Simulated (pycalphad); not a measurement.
An equivalent pycalphad script:

```python
from pycalphad import Database, equilibrium, calculate, variables as v
import numpy as np
db = Database('COST507.tdb')
comps = ['SI', 'MG', 'VA']
phases = ['DIAMOND_A4', 'HCP_A3', 'LIQUID', 'MG2SI']
eq = equilibrium(db, comps, phases, {v.X('MG'): 0.0048, v.T: np.arange(1650, 349, -25), v.P: 101325, v.N: 1}, output=['HM', 'SM'])
```

CALPHAD calculation (pycalphad, COST 507 light-alloy database (1999)), 1 atm. No gas phase is included, though pure Mg would boil below 1377 °C. The data set is of 1999 and partly superseded. Amounts are mole fractions of atoms. Diffusion is slow at the low end, where real alloys seldom reach equilibrium.

Results at three of the temperatures:

```
T = 1100.00 K, P = 101325 Pa, N = 1 mol of atoms
G = -35454 J/mol, H = 19443 J/mol, S = 49.91 J/(mol K)  (SER reference)
chemical potentials (J/mol): Si -35242, Mg -79429
phase             fraction      x(Si)      x(Mg)
DIAMOND_A4          0.9928     1.0000       none
MG2SI               0.0072     0.3333     0.6667
```

```
T = 825.00 K, P = 101325 Pa, N = 1 mol of atoms
G = -22722 J/mol, H = 12254 J/mol, S = 42.39 J/(mol K)  (SER reference)
chemical potentials (J/mol): Si -22524, Mg -63679
phase             fraction      x(Si)      x(Mg)
DIAMOND_A4          0.9928     1.0000       none
MG2SI               0.0072     0.3333     0.6667
```

```
T = 675.00 K, P = 101325 Pa, N = 1 mol of atoms
G = -16729 J/mol, H = 8492 J/mol, S = 37.36 J/(mol K)  (SER reference)
chemical potentials (J/mol): Si -16540, Mg -56046
phase             fraction      x(Si)      x(Mg)
DIAMOND_A4          0.9928     1.0000       none
MG2SI               0.0072     0.3333     0.6667
```

Changes of the phase set, refined by bisection:

| T (°C) | phases above | phases below |
|---|---|---|
| 943.5 | diamond (Si) + liquid | diamond (Si) + MG2SI |

Database names, with the compositions (at.%) that they take in these runs: MG2SI: Mg 67 Si 33. DIAMOND_A4 is diamond (Si). An entry "none" or "no" means that the model of the phase leaves that element out.
